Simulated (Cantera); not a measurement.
Cantera run, input and output.

```python
import numpy as np
import cantera as ct

gas = ct.Solution("gri30.yaml")
gas.TPX = 1475, 140000, {'CH4': 1, 'O2': 1, 'N2': 3.76, 'CO2': 0.77}
reactor = ct.IdealGasConstPressureReactor(gas, energy="on", clone=False)
net = ct.ReactorNet([reactor])
net.rtol, net.atol = 1e-08, 1e-16
show = ['CH4', 'O2', 'CO2', 'N2O', 'O']
times = np.geomspace(9e-06, 0.1, 15)

steps = ct.SolutionArray(gas, extra=["t"])
rows = []
print(f"{'t/s':>10s}{'T/K':>9s}{'P/Pa':>11s}" + "".join(f"{s:>11s}" for s in show))
for t in times:
    while net.time < t:
        t_next = net.step()
        steps.append(gas.state, t=t_next)
    rows.append([np.interp(t, steps.t, y) for y in (steps.T, steps.P, *steps(*show).X.T)])
    print(f"{t:10.3e}{rows[-1][0]:9.1f}{rows[-1][1]:11.4g}" + "".join(f"{x:11.3e}" for x in rows[-1][2:]))
rate = np.gradient(steps.T, steps.t)
print("integrator steps:", len(steps.t))
if steps.T.max() > steps.T[0] + 200:
    print(f"time of steepest temperature rise: {steps.t[rate.argmax()]:.4e} s")
gas.TPX = 1475, 140000, {'CH4': 1, 'O2': 1, 'N2': 3.76, 'CO2': 0.77}
gas.equilibrate("HP")
print(f"equilibrium (HP): T = {gas.T:.1f} K  " + "  ".join(f"{s} {gas[s].X[0]:.3e}" for s in show))
```

Output:

```
       t/s      T/K       P/Pa        CH4         O2        CO2        N2O          O
 9.000e-06   1475.0    1.4e+05  1.531e-01  1.531e-01  1.179e-01  1.489e-12  2.549e-09
 1.751e-05   1475.0    1.4e+05  1.531e-01  1.531e-01  1.179e-01  5.076e-12  3.574e-09
 3.406e-05   1475.0    1.4e+05  1.531e-01  1.531e-01  1.179e-01  1.709e-11  6.021e-09
 6.625e-05   1474.9    1.4e+05  1.531e-01  1.531e-01  1.179e-01  5.366e-11  1.226e-08
 1.289e-04   1475.0    1.4e+05  1.531e-01  1.531e-01  1.179e-01  1.437e-10  2.720e-08
 2.507e-04   1475.3    1.4e+05  1.529e-01  1.530e-01  1.179e-01  3.268e-10  5.296e-08
 4.877e-04   1476.9    1.4e+05  1.523e-01  1.527e-01  1.179e-01  8.211e-10  8.626e-08
 9.487e-04   1483.8    1.4e+05  1.501e-01  1.514e-01  1.179e-01  2.797e-09  1.765e-07
 1.845e-03   1571.0    1.4e+05  1.272e-01  1.351e-01  1.170e-01  2.242e-08  2.358e-06
 3.590e-03   2336.5    1.4e+05  1.195e-10  1.589e-05  5.962e-02  6.931e-09  1.965e-05
 6.983e-03   2335.4    1.4e+05  9.322e-12  1.756e-05  5.963e-02  6.676e-09  2.167e-05
 1.358e-02   2335.4    1.4e+05  9.317e-12  1.757e-05  5.964e-02  6.622e-09  2.168e-05
 2.643e-02   2335.4    1.4e+05  9.312e-12  1.758e-05  5.964e-02  6.550e-09  2.168e-05
 5.141e-02   2335.4    1.4e+05  9.307e-12  1.759e-05  5.964e-02  6.480e-09  2.169e-05
 1.000e-01   2335.5    1.4e+05  9.304e-12  1.759e-05  5.964e-02  6.442e-09  2.170e-05
integrator steps: 1968
time of steepest temperature rise: 2.0599e-03 s
equilibrium (HP): T = 2335.5 K  CH4 1.043e-11  O2 1.759e-05  CO2 5.964e-02  N2O 6.433e-09  O 2.170e-05
```

Detailed kinetics in Cantera: GRI-Mech 3.0 (53 species, 325 reactions).
